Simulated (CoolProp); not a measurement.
R407C at several states: Z from the reference equation and from simpler models built on Tc = 359.3 K, pc = 4.632 MPa, ω = 0.363; each cubic takes its own stable root.

Computed with CoolProp (reference Helmholtz-energy equation of state, Lemmon 2003). It is a pseudo-pure fit of the blend.

```csv
T (K),p (MPa),phase,reference
209.4,0.0711,liquid,0.002443
296.2,0.0113,gas,0.9982
229.2,0.024,gas,0.9894
450.9,2.48,gas,0.9137
496.7,8.34,supercritical,0.8222
```

Q: How far does each simpler model (van der Waals, Redlich-Kwong) lie from the reference over these 5 states: mean and median of the absolute difference, and the worst?

A: 
- van der Waals: mean 8037.9 %, median 1.1 %, worst +40178.3 % at 209.4 K and 0.0711 MPa
- Redlich-Kwong: mean 4.6 %, median 1.0 %, worst +17.2 % at 209.4 K and 0.0711 MPa

At some of these states van der Waals gives the other phase, because its saturation line lies elsewhere.
